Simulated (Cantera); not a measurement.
Feed: 1 mol Si₃N₄, 0.042 mol N₂O, 21 mol H₂, 0.015 mol CO₂, at 1602 °C.

Cantera equilibrium calculation (NASA polynomials, part measured and part estimated; ideal gas, pure solids and liquids). Candidate condensed phases: C, C₆H₆, C₇H₈, C₈H₁₈, H₂O, Si, SiC, SiO₂, Si₂N₂O, Si₃N₄; 151 gas species. Mutual solubility and eutectic melting of coexisting phases are not modelled. Gases not in the tables: Si₂H₆ and higher silanes. Rates play no part.

Task: Which condensed phases are stable at each of these points (P (Pa)): 0.100, 0.600, 3.60, 22, 130, 770, 4600, 28000, 170000, 1000000?

Result: 
| P (Pa) | condensed phases | Si condensed (%) |
|---|---|---|
| 0.100 | gas only | 0.0 |
| 0.600 | gas only | 0.0 |
| 3.60 | gas only | 0.0 |
| 22 | Si(l) | 62.1 |
| 130 | Si(l) + SiC(s) | 91.9 |
| 770 | Si(l) + SiC(s) | 96.8 |
| 4600 | Si(l) + SiC(s) | 97.7 |
| 28000 | Si(l) + SiC(s) | 97.9 |
| 170000 | Si(l) + SiC(s) + Si₂N₂O(s) + Si₃N₄(s) | 99.5 |
| 1000000 | SiC(s) + Si₂N₂O(s) + Si₃N₄(s) | 99.9 |

From 0.100 Pa to 3.60 Pa nothing is condensed. At 22.0 Pa the condensed part is Si(l). From 1.30 mbar to 0.280 bar the condensed part is Si(l) + SiC(s). At 1.70 bar the condensed part is Si(l) + SiC(s) + Si₂N₂O(s) + Si₃N₄(s). At 10.0 bar the condensed part is SiC(s) + Si₂N₂O(s) + Si₃N₄(s).
